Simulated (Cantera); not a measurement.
Input: 1 mol V, 0.15 mol N2O, 78 mol N2, equilibrated at 2500 °C and 0.0133 bar.

Method: chemical equilibrium by Gibbs-energy minimisation in Cantera with the NASA 1993 tables (ideal gas, pure condensed phases). Candidate condensed phases: V, VN, VO, V2O3, V2O4, V2O5; 13 gas species. Rates play no part.

Question: What is the equilibrium state?

Answer: 
```json
{
 "x(N2)": "0.987",
 "x(V)": "0.0109",
 "x(VO)": "0.00172",
 "x(O)": "5.52e-5",
 "x(VO2)": "5.21e-5",
 "x(N)": "2.46e-5",
 "x(NO)": "1.13e-5",
 "x(VN)": "1.96e-6",
 "gas_amount": "79.16 mol",
 "log10 activity of V(l) (absent)": "-1.70",
 "log10 activity of V2O5(l) (absent)": "-17.18"
}
```
